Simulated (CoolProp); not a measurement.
Saturated liquid density (kg/m³) of CF4 (R14): the reference equation beside estimates from Tc = -45.8 °C, pc = 3.762 MPa, ω = 0.178. Rackett uses Z = 0.29056 − 0.08775 ω.

The numbers come from the reference Helmholtz-energy equation of state, Platzer 1990 in CoolProp. This equation is an older, rougher fit; its heat capacities, sound speeds and derivatives of the liquid may be far off and weren't checked against measurements.

```json
[
 {"T (°C)": "-118.95", "reference": "1554", "Rackett": "1621", "van der Waals": "1018", "Redlich-Kwong": "1482", "Soave-Redlich-Kwong": "1518", "Peng-Robinson": "1718"},
 {"T (°C)": "-113.25", "reference": "1521", "Rackett": "1587", "van der Waals": "996.8", "Redlich-Kwong": "1444", "Soave-Redlich-Kwong": "1482", "Peng-Robinson": "1679"},
 {"T (°C)": "-107.45", "reference": "1487", "Rackett": "1551", "van der Waals": "973.9", "Redlich-Kwong": "…", "Soave-Redlich-Kwong": "1443", "Peng-Robinson": "1635"},
 {"T (°C)": "-101.75", "reference": "1453", "Rackett": "1513", "van der Waals": "950.2", "Redlich-Kwong": "1361", "Soave-Redlich-Kwong": "…", "Peng-Robinson": "1589"},
 {"T (°C)": "-95.95", "reference": "…", "Rackett": "1474", "van der Waals": "924.6", "Redlich-Kwong": "1315", "Soave-Redlich-Kwong": "1357", "Peng-Robinson": "1539"},
 {"T (°C)": "-90.25", "reference": "1377", "Rackett": "1432", "van der Waals": "897.9", "Redlich-Kwong": "1267", "Soave-Redlich-Kwong": "1309", "Peng-Robinson": "1485"},
 {"T (°C)": "-84.45", "reference": "1335", "Rackett": "1388", "van der Waals": "868.7", "Redlich-Kwong": "1214", "Soave-Redlich-Kwong": "1256", "Peng-Robinson": "1425"},
 {"T (°C)": "-78.75", "reference": "1291", "Rackett": "1341", "van der Waals": "837.7", "Redlich-Kwong": "1158", "Soave-Redlich-Kwong": "1200", "Peng-Robinson": "1361"},
 {"T (°C)": "-72.95", "reference": "1241", "Rackett": "1288", "van der Waals": "803.2", "Redlich-Kwong": "1096", "Soave-Redlich-Kwong": "1136", "Peng-Robinson": "1287"},
 {"T (°C)": "-67.25", "reference": "…", "Rackett": "1230", "van der Waals": "765.3", "Redlich-Kwong": "1029", "Soave-Redlich-Kwong": "1066", "Peng-Robinson": "1206"}
]
```

**Question.** Fill in the missing entries.

**Answer.** 
- -107.45, Redlich-Kwong: 1403
- -101.75, Soave-Redlich-Kwong: 1402
- -95.95, reference: 1415
- -67.25, reference: 1187

Absolute difference from the reference over all 10 rows, mean and median: Rackett 4.1 and 4.1 %, van der Waals 34.8 and 34.7 %, Redlich-Kwong 8.1 and 7.5 %, Soave-Redlich-Kwong 5.2 and 4.5 %, Peng-Robinson 7.4 and 8.3 %.
